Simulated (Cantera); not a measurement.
Cantera with NASA thermochemical tables; ideal gases at 1 bar, condensed phases pure. Values are per mole of reaction as written; species without (g) are pure solids or liquids, kept so even where they would boil at 1 bar.

2 CaS + 3 O2(g) → 2 SO2(g) + 2 CaO, with ΔH° = -917.4 kJ and ΔS° = -155.9 J/K at 300 K.

How far is the shortcut ΔG° ≈ ΔH°(300 K) − T·ΔS°(300 K) from the full temperature-dependent value at 2048, 2198, 2348, 2498, 2648 K?


```
T (K)  shortcut (kJ)  full (kJ)  difference (kJ)  difference in log10 K
-----  -------------  ---------  ---------------  ---------------------
2048          -598.2     -592.2             -6.0                   0.15
2198          -574.9     -568.7             -6.2                   0.15
2348          -551.5     -545.2             -6.3                   0.14
2498          -528.1     -521.7             -6.4                   0.13
2648          -504.7     -498.2             -6.5                   0.13
```
The shortcut ignores the heat-capacity change of the reaction.
